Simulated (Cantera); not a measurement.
## Ignition delay

Mixture: 2.84 % CH₄, 0.312 % C₂H₆, 0.272 % C₃H₈, 20.3 % O₂, 76.3 % N₂, at 3.16 atm, adiabatic and at constant volume. Ignition delay is the time to a rise of 400 K.

Cantera simulation using GRI-Mech 3.0 (53 species, 325 reactions); the numbers are that mechanism's predictions, not measurements.

| T0 (K) | delay (ms) |
|---|---|
| 1273 | 0.632 |
| 1348 | 0.257 |
| 1423 | 0.116 |
| 1498 | 0.0579 |
| 1573 | 0.0318 |
| 1648 | 0.0192 |
| 1723 | 0.0125 |

```
Quantity                                                Result
--------------------------------------------------  ----------
apparent activation energy between 1573 and 1723 K  140 kJ/mol
```
